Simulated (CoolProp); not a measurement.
Model: reference Helmholtz-energy equation of state, Zhou 2012, in CoolProp.

Give the vapour pressure (bar), enthalpy of vaporisation (kJ/kg), liquid cp (kJ/(kg K)), vapour Z of saturated m-xylene at 27.85 °C.


| T (°C) | p (bar) | enthalpy of vaporisation (kJ/kg) | liquid cp (kJ/(kg K)) | vapour Z |
|---|---|---|---|---|
| 27.85 | 0.0132 | 401 | 1.72 | 0.998 |
